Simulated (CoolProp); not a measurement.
A single-stage vapour-compression cycle with R152A: evaporating at 236.15 K (dew point), condensing at 295.15 K (bubble point), superheat 5 K, subcooling 8 K, compressor efficiency 0.85, no pressure losses. Each further row changes one setting.

Computed with CoolProp (reference Helmholtz-energy equation of state, Outcalt 1996). It is a modified Benedict-Webb-Rubin equation, recast in Helmholtz form.

```csv
case,cooling COP,pressure ratio,discharge temperature (K),refrigerating effect (kJ/kg),volumetric capacity (kJ/m³)
as stated,…,9.91,340.6,261,485
evaporating temperature 241.15 K,3.24,7.76,335.6,265,619
condensing temperature 290.15 K,3.18,8.50,…,269,501
subcooling 13 K,…,9.91,340.6,269,501
superheat 15 K,2.83,9.91,351.5,270,…
compressor efficiency 0.75,…,9.91,350.6,261,485
```

Q: Fill in the missing entries.

A: 
- as stated, cooling COP: 2.85
- condensing temperature 290.15 K, discharge temperature (K): 333.5
- subcooling 13 K, cooling COP: 2.94
- superheat 15 K, volumetric capacity (kJ/m³): 480
- compressor efficiency 0.75, cooling COP: 2.51
